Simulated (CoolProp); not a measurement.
The fluid at 293.15 K and 0.351 MPa is throttled through a valve to 0.0718 MPa with no heat exchange. The same conditions are run with several fluids, on thermodynamics alone (safety and materials aside).

Values from CoolProp's reference Helmholtz-energy equation of state of each fluid (sulfur hexafluoride: Guder 2009; nitrogen: Span 2000; R22: Kamei 1995; CH3F (R41): Lemmon 2006; oxygen: Schmidt 1985).

Problem. Rank sulfur hexafluoride, nitrogen, R22, CH3F (R41), oxygen by temperature change (K), highest first.

Solution. nitrogen (-0.6), oxygen (-0.8), sulfur hexafluoride (-2.8), CH3F (R41) (-5.4), R22 (-6.7)

```csv
fluid,final density (kg/m³)
sulfur hexafluoride,4.38
nitrogen,0.827
R22,2.64
CH3F (R41),1.03
oxygen,0.946
```
